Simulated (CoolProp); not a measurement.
A closed Brayton cycle with carbon dioxide: compressor inlet 310.15 K and 9.8 MPa, high pressure 32.6 MPa, turbine inlet 725 K, compressor efficiency 0.85, turbine efficiency 0.85, recuperator effectiveness 0 (on enthalpy, no pinch check). Each further row changes one setting.

Model: reference Helmholtz-energy equation of state, Span 1996, in CoolProp.

| case | thermal efficiency (%) | net work (kJ/kg) | compressor to turbine work | compressor exit (K) | turbine exit (K) |
|---|---|---|---|---|---|
| as stated | 15.8 | 89.8 | 0.29 | 347.2 | 597.7 |
| turbine inlet 675 K | 15.6 | 78.7 | (withheld) | 347.2 | (withheld) |
| compressor inlet 320.15 K | 15.9 | 76.6 | 0.39 | 390.3 | 597.7 |
| high pressure 27.7 MPa | 14.1 | 81.7 | (withheld) | 341.1 | 614.5 |
| recuperator effectiveness 0.5 | 21.9 | 89.8 | 0.29 | 347.2 | 597.7 |

Question: Fill in the missing entries.

Answer: 
- turbine inlet 675 K, compressor to turbine work: 0.31
- turbine inlet 675 K, turbine exit (K): 552.0
- high pressure 27.7 MPa, compressor to turbine work: 0.26
